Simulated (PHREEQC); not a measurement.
Solution (25 °C): 33 mmol/kgw HF, 13 mmol/kgw (CH3)4NF and 0.0012 mmol/kgw H4SiO4. Closed to the air; pH follows from the charge balance.

Equilibrium calculation in PHREEQC: ion-association model, wateq4f.dat.

Task: The ionic strength comes out as 0.0147 mol/kgw. What activity coefficients do SiF6-2, HF2-, H+, F- get?

Result: SiF6-2 0.62, HF2- 0.88, H+ 0.90, F- 0.88.

Precipitation was switched off in this run. Species that the database lacks are ignored. (CH3)4N+ isn't in the database: it is added as a free cation with an ion size of 4 Å. wateq4f.dat counts part of the HF as a dimer, H2F2, which phreeqc.dat doesn't know; its constant is uncertain. SiF6-2 is the database's only silicon fluoride.
